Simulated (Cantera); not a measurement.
Cantera run:

```python
import numpy as np
import cantera as ct

gas_names = [...]  # 109 gases of nasa_gas.yaml made of C, Cl, H, Si
cond_names = """
    C(gr) C6H6(L) C7H8(L) C8H18(L),n-octa Si(cr) Si(L) SiC(b)
""".split()


# ... load() reads the species with a 1 bar reference pressure and builds the phases ...
atoms = {
    'SiCl4': {'Si': 1, 'CL': 4},
    'C3H8': {'C': 3, 'H': 8},
    'H2': {'H': 2},
}
top_T = {'C(gr)': 4500, 'SiC(b)': 3050}  # K; cautious upper limits of use, not melting points


# ... equilibrate(T, P, feed) seeds the gas with the atoms and calls Mixture.equilibrate('TP', solver="vcs", rtol=1e-11, max_steps=5000) ...
results = []
feed = {'SiCl4': 1, 'C3H8': 0.03, 'H2': 10}  # mol
P = 1600  # Pa
for T in [1348, 1398, 1448, 1498, 1548, 1598, 1648, 1698, 1748]:
    mix = equilibrate(T, P, feed)
    results.append((T, P, feed, dict(zip(mix.species_names, mix.species_moles))))

top = {s: max(r[3][s] / sum(r[3][g] for g in gas_names) for r in results) for s in gas_names}
cols = sorted((s for s in top if top[s] > 1e-06), key=lambda s: -top[s])[:9]
seen = [c for c in cond_names if any(r[3].get(c, 0) > 1e-12 for r in results)]
print("log10 of partial pressures in bar; condensed amounts in mol")
print(f"{'T/K':>10s}" + "".join(f"{s[:9]:>10s}" for s in cols + seen))
for T, P, feed, n in results:
    ng = sum(n[g] for g in gas_names)
    print(f"{T:10.4g}" + "".join(f"{np.log10(max(n[s] / ng * P / 1e5, 1e-99)):10.3f}" for s in cols)
          + "".join(f"{n.get(c, 0):10.4g}" for c in seen))
```

It prints:

```
log10 of partial pressures in bar; condensed amounts in mol
       T/K        H2       HCL     SiCL2     SiCL3     SiCL4    SiHCL3         H        CL      SiCL    SiC(b)
      1348    -1.910    -2.605    -3.043    -3.822    -3.900    -4.451    -6.591    -7.365    -8.079      0.09
      1398    -1.915    -2.579    -2.997    -3.915    -4.203    -4.693    -6.283    -7.030    -7.686      0.09
      1448    -1.919    -2.564    -2.970    -4.028    -4.520    -4.942    -5.995    -6.729    -7.325      0.09
      1498    -1.920    -2.556    -2.954    -4.147    -4.837    -5.189    -5.725    -6.454    -6.992      0.09
      1548    -1.922    -2.551    -2.944    -4.267    -5.144    -5.428    -5.472    -6.199    -6.682      0.09
      1598    -1.922    -2.548    -2.937    -4.384    -5.438    -5.655    -5.235    -5.963    -6.394      0.09
      1648    -1.923    -2.546    -2.933    -4.497    -5.717    -5.871    -5.012    -5.741    -6.123      0.09
      1698    -1.923    -2.545    -2.931    -4.604    -5.981    -6.075    -4.802    -5.532    -5.870   0.08999
      1748    -1.924    -2.544    -2.929    -4.706    -6.232    -6.269    -4.603    -5.336    -5.631   0.08999
```

Cantera equilibrium calculation (NASA polynomials, part measured and part estimated; ideal gas, pure solids and liquids). The tables' values for SiCl3, SiCl are old estimates; treat these amounts as uncertain.
